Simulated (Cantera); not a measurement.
Feed: 1 mol CCl4, 0.96 mol CH4, 2.2 mol F2, at 1598 K.

Method: chemical equilibrium by Gibbs-energy minimisation in Cantera with the NASA 1993 tables (ideal gas, pure condensed phases). Candidate condensed phases: C, C6H6, C7H8, C8H18; 118 gas species. Gases not in the tables: C2F6 and larger saturated fluorocarbons. Kinetics and transport are ignored.

x: gas mole fraction; n: condensed amount in mol.

```tsv
P (Pa)	x Cl	x HF	x HCl	x Cl2	x CF4	x F	n C(graphite)
1	0.493	0.473	0.000932	0.000206	0.0105	0.0169	1.83
4.20	0.495	0.477	…	…	…	…	1.81
18	0.490	0.477	0.00715	0.00367	0.0180	0.00221	1.80
75	0.468	0.475	0.0189	0.0139	0.0219	0.000795	1.78
320	0.406	0.474	0.0450	0.0447	0.0294	0.000288	1.73
1300	…	0.473	…	…	…	…	1.67
5600	0.180	0.465	0.143	0.154	0.0554	3.94e-5	1.59
24000	0.0951	0.443	0.202	0.184	0.0696	1.40e-5	1.51
100000	0.0473	0.410	0.261	0.190	0.0822	5.01e-6	1.43
```

### Question
Fill in the missing entries.

### Answer

- 1300, x Cl: 0.299
- 1300, x HCl: 0.0871
- 1300, x Cl2: 0.0983
- 1300, x CF4: 0.0410
- 1300, x F: 0.000109
- 4.20, x HCl: 0.00254
- 4.20, x Cl2: 0.000873
- 4.20, x CF4: 0.0149
- 4.20, x F: 0.00627
